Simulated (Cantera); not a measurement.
An isothermal, constant-pressure homogeneous reactor starts with N2O : H2O = 1 : 0.013 (molar parts), at 1550 K and 2670 Pa. Integrator tolerance rtol = 1e-08.

Model: GRI-Mech 3.0 (53 species, 325 reactions), integrated in Cantera. GRI-Mech 3.0 was tuned for natural gas; its chemistry of N2O as a main component is partial and can be far from experiment. Radical loss at walls, strong at low pressure, is not modelled. The temperature is held fixed by assumption; the heat of reaction is taken as removed at once.

```json
[
 {"quantity": "x(N2O) at 1.00 s", "before": "0.0400 (gas-phase equilibrium 1.61e-8)", "after": "0.538 (gas-phase equilibrium 7.93e-9)"},
 {"quantity": "x(H2O) at 1.00 s", "before": "0.00867 (gas-phase equilibrium 0.00854)", "after": "0.0109 (gas-phase equilibrium 0.00858)"},
 {"quantity": "x(NO) at 1.00 s", "before": "0.153 (gas-phase equilibrium 0.00179)", "after": "0.0534 (gas-phase equilibrium 0.000836)"},
 {"quantity": "x(H2O2) at 1.00 s", "before": "5.62e-10 (gas-phase equilibrium 2.20e-10)", "after": "1.03e-9 (gas-phase equilibrium 9.00e-11)"},
 {"quantity": "x(OH) at 1.00 s", "before": "0.000178 (gas-phase equilibrium 9.68e-5)", "after": "7.31e-5 (gas-phase equilibrium 2.51e-5)"},
 {"quantity": "x(N2) at 1.00 s", "before": "0.558 (gas-phase equilibrium 0.660)", "after": "0.274 (gas-phase equilibrium 0.661)"}
]
```

Q: Name the change that produced these shifts.
A) pressure from 2670 Pa to 33000 Pa
B) H2O 0.013 to 0.024 parts
C) temperature 1550 to 1400 K
D) pressure from 2670 Pa to 720 Pa

A: C, temperature 1550 to 1400 K
